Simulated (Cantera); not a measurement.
## Equilibrium for aluminium and copper etching: Cu + HF

Feed: 1 mol Cu, 1.7 mol HF, held at 1.00 bar.

Method: chemical equilibrium by Gibbs-energy minimisation in Cantera with the NASA 1993 tables (ideal gas, pure condensed phases). Candidate condensed phases: Cu, CuF2; 15 gas species. Equilibrium is a limit: real reactors are often held back by kinetics, nucleation or transport.

| T (K) | log p HF | log p H2F2 | log p CuF | log p H2 | log p Cu | log p CuF2 | n Cu(s) | n Cu(l) |
|---|---|---|---|---|---|---|---|---|
| 550 | 0.00 | -3.14 | <-12 | -9.47 | <-12 | <-12 | 1.00 | 0 |
| 625 | 0.00 | -3.48 | <-12 | -9.34 | <-12 | <-12 | 1.00 | 0 |
| 700 | 0.00 | -3.74 | -10.43 | -9.21 | <-12 | -10.70 | 1.00 | 0 |
| 775 | 0.00 | -3.96 | -8.78 | -8.80 | <-12 | -9.11 | 1.00 | 0 |
| 850 | 0.00 | -4.13 | -7.72 | -7.87 | <-12 | -8.40 | 1.00 | 0 |
| 925 | 0.00 | -4.28 | -6.84 | -7.06 | <-12 | -7.82 | 1.00 | 0 |
| 1000 | 0.00 | -4.40 | -6.10 | -6.36 | -10.81 | -7.35 | 1.000 | 0 |
| 1075 | 0.00 | -4.51 | -5.47 | -5.75 | -9.59 | -6.95 | 1.000 | 0 |
| 1150 | 0.00 | -4.60 | -4.93 | -5.21 | -8.54 | -6.61 | 1.000 | 0 |
| 1225 | 0.00 | -4.68 | -4.46 | -4.74 | -7.62 | -6.31 | 1.000 | 0 |
| 1300 | 0.00 | -4.75 | -4.04 | -4.33 | -6.80 | -6.05 | 1.000 | 0 |
| 1375 | 0.00 | -4.81 | -3.67 | -3.97 | -6.08 | -5.81 | 0 | 1.000 |
| 1450 | 0.00 | -4.86 | -3.36 | -3.65 | -5.46 | -5.61 | 0 | 0.999 |
log p: log10 of the partial pressure in bar; n: condensed amount in mol.

From 550 K to 1300 K the condensed part is Cu(s). From 1375 K to 1450 K the condensed part is Cu(l).
